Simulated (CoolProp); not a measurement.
Properties of R404A along the isobar 0.725 MPa (Tc = 345.3 K, pc = 3.735 MPa, ω = 0.293).

Computed with CoolProp (reference Helmholtz-energy equation of state, Lemmon 2003). It is a pseudo-pure fit of the blend.

```json
[
 {"T (K)": "216.3", "phase": "liquid", "Z": "0.02936", "cp (kJ/(kg K))": "1.233", "cv (kJ/(kg K))": "(withheld)", "expansivity (1/kK)": "2.229"},
 {"T (K)": "256.8", "phase": "liquid", "Z": "0.02737", "cp (kJ/(kg K))": "1.325", "cv (kJ/(kg K))": "0.8605", "expansivity (1/kK)": "2.881"},
 {"T (K)": "297.4", "phase": "gas", "Z": "0.8677", "cp (kJ/(kg K))": "(withheld)", "cv (kJ/(kg K))": "0.8312", "expansivity (1/kK)": "5.477"},
 {"T (K)": "337.9", "phase": "gas", "Z": "(withheld)", "cp (kJ/(kg K))": "1.002", "cv (kJ/(kg K))": "0.8745", "expansivity (1/kK)": "3.938"},
 {"T (K)": "378.4", "phase": "gas", "Z": "(withheld)", "cp (kJ/(kg K))": "1.041", "cv (kJ/(kg K))": "0.9300", "expansivity (1/kK)": "3.190"},
 {"T (K)": "418.9", "phase": "gas", "Z": "(withheld)", "cp (kJ/(kg K))": "1.090", "cv (kJ/(kg K))": "0.9866", "expansivity (1/kK)": "2.726"},
 {"T (K)": "459.5", "phase": "gas", "Z": "0.9751", "cp (kJ/(kg K))": "1.139", "cv (kJ/(kg K))": "1.041", "expansivity (1/kK)": "2.399"},
 {"T (K)": "500", "phase": "gas", "Z": "0.9825", "cp (kJ/(kg K))": "1.186", "cv (kJ/(kg K))": "1.091", "expansivity (1/kK)": "2.154"}
]
```

Task: Complete the blanks.

Result: 
- 216.3, cv (kJ/(kg K)): 0.8083
- 297.4, cp (kJ/(kg K)): 0.9985
- 337.9, Z: 0.9198
- 378.4, Z: 0.9476
- 418.9, Z: 0.9643
